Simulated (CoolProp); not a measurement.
Properties of oxygen along the isotherm 166.8 K.

Values from CoolProp's reference Helmholtz-energy equation of state, Schmidt 1985.

```csv
p (MPa),phase,cp (kJ/(kg K)),cv (kJ/(kg K)),isothermal compressibility (1/MPa),expansivity (1/kK)
0.28,gas,0.9306,0.6547,3.626,6.272
0.561,gas,0.9532,0.6595,1.839,6.573
0.841,gas,0.9777,0.6646,1.247,6.899
1.12,gas,1.004,0.6699,0.9536,7.253
1.4,gas,1.033,0.6754,0.7775,7.643
1.68,gas,1.066,0.6813,0.6611,8.072
1.96,gas,1.101,0.6873,0.5790,8.546
2.24,gas,1.140,0.6937,0.5185,9.072
2.52,gas,1.184,0.7005,0.4724,9.660
```
